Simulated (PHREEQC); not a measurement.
Synthetic water in mg/kgw, 25 °C, pH 6.92, pe 8:

| constituent | mg/kgw |
|---|---|
| Na | 1.86 |
| K | 0.0221 |
| Ca | 8.96 |
| Mg | 2.27 |
| Cl | 1.1 |
| S(6) as SO4 | 1.83 |
| Alkalinity as HCO3 | 39.8 |
| B | 0.015 |
| Ba | 0.198 |
| N(5) as NO3 | 0.0239 |

Valence states are taken as typed.

All values are PHREEQC results (ion-association model, phreeqc.dat), not measurements.

Precipitation was switched off in this run.

Q: Order these C species by the share of C that they hold, largest first: HCO3-, CO2, CaHCO3+.

A: HCO3- (79 %), CO2 (21 %), CaHCO3+ (0.19 %)

The pH is 6.92 and the ionic strength 0.00105 mol/kgw.
